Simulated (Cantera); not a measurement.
**TiCl4 + O2 (titanium nitride, carbide and oxide coatings)**

A closed system holds: 1 mol TiCl4, a varied amount of O2, equilibrated at 525 °C and 0.133 bar.

Equilibrium computed with Cantera from the NASA thermochemical tables; the gas is ideal and each condensed phase is pure. Candidate condensed phases: Ti, TiCl2, TiCl3, TiCl4, TiO, TiO2, Ti2O3, Ti3O5, Ti4O7; 15 gas species. Condensed phases not in the tables: TiOCl. Rates play no part.

```json
[
 {"n(O2) (mol)": "0.1", "x Cl2": "0.182", "x O2": "9.67e-11", "x TiCl4": "0.818", "x Cl": "1.04e-5", "x ClO": "4.59e-12", "n TiO2(rutile)": "0.100"},
 {"n(O2) (mol)": "0.19", "x Cl2": "0.319", "x O2": "3.58e-10", "x TiCl4": "0.681", "x Cl": "1.38e-5", "x ClO": "1.17e-11", "n TiO2(rutile)": "0.190"},
 {"n(O2) (mol)": "0.35", "x Cl2": "0.519", "x O2": "1.34e-9", "x TiCl4": "0.481", "x Cl": "1.76e-5", "x ClO": "2.88e-11", "n TiO2(rutile)": "0.350"},
 {"n(O2) (mol)": "0.63", "x Cl2": "0.773", "x O2": "6.30e-9", "x TiCl4": "0.227", "x Cl": "2.15e-5", "x ClO": "7.63e-11", "n TiO2(rutile)": "0.630"},
 {"n(O2) (mol)": "1.1", "x Cl2": "0.952", "x O2": "0.0476", "x TiCl4": "4.56e-8", "x Cl": "2.39e-5", "x ClO": "2.33e-7", "n TiO2(rutile)": "1.00"},
 {"n(O2) (mol)": "2.1", "x Cl2": "0.645", "x O2": "0.355", "x TiCl4": "2.81e-9", "x Cl": "1.96e-5", "x ClO": "5.23e-7", "n TiO2(rutile)": "1.00"},
 {"n(O2) (mol)": "3.8", "x Cl2": "0.417", "x O2": "0.583", "x TiCl4": "7.12e-10", "x Cl": "1.58e-5", "x ClO": "5.39e-7", "n TiO2(rutile)": "1.00"},
 {"n(O2) (mol)": "6.8", "x Cl2": "0.256", "x O2": "0.744", "x TiCl4": "2.12e-10", "x Cl": "1.24e-5", "x ClO": "4.78e-7", "n TiO2(rutile)": "1.00"},
 {"n(O2) (mol)": "12", "x Cl2": "0.154", "x O2": "0.846", "x TiCl4": "6.69e-11", "x Cl": "9.59e-6", "x ClO": "3.95e-7", "n TiO2(rutile)": "1.00"}
]
```
x: gas mole fraction; n: condensed amount in mol.

From 0.1 mol O2 to 12 mol O2 the condensed part is TiO2(rutile).
